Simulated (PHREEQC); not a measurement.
A solution holds 42 mmol/kgw KOH and 73 mmol/kgw KH2PO4, at 25 °C. Closed to the air; pH follows from the charge balance.

All values are PHREEQC results (ion-association model, wateq4f.dat), not measurements.

Each row changes one thing in this solution. This is a speciation only: nothing precipitates in the calculation.

| case | pH | ionic strength (mol/kgw) | HPO4-2 (mol/kgw) | H2PO4- (mol/kgw) | KHPO4- (mol/kgw) | PO4-3 (mol/kgw) |
|---|---|---|---|---|---|---|
| as made | 6.94 | 0.152 | 0.0393 | 0.0310 | 0.00271 | 6.26e-7 |
| 0.13 mol/kgw NaCl added | 6.85 | 0.278 | 0.0375 | 0.0310 | 0.00207 | 6.31e-7 |
| KH2PO4 from 0.073 to 0.365 mol/kgw | 5.76 | 0.437 | 0.0361 | 0.323 | 0.00595 | 6.08e-8 |
| KH2PO4 replaced by Na3PO4 at the same molality | 12.50 | 0.463 | 0.00689 | 1.10e-8 | 0.000116 | 0.0653 |
| diluted 5-fold with water | 7.12 | 0.0310 | 0.00821 | 0.00620 | 0.000190 | 1.08e-7 |
| diluted 10-fold with water | 7.17 | 0.0156 | 0.00414 | 0.00310 | 5.64e-5 | 5.12e-8 |
| KOH replaced by K2HPO4 at the same molality | 6.54 | 0.192 | 0.0387 | 0.0730 | 0.00334 | 2.68e-7 |

H3PO4, which wateq4f.dat lacks, is added to it with the constant of phreeqc.dat.
